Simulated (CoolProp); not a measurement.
The numbers come from the reference Helmholtz-energy equation of state, Smukala 2000 in CoolProp.

Problem. Give the vapour pressure (MPa), vapour density (kg/m³), enthalpy of vaporisation (kJ/kg), liquid cp (kJ/(kg K)) of saturated ethylene at 173.6 K.

Solution. 
```tsv
T (K)	p (MPa)	vapour density (kg/m³)	enthalpy of vaporisation (kJ/kg)	liquid cp (kJ/(kg K))
173.6	0.129	2.61	476	2.43
```
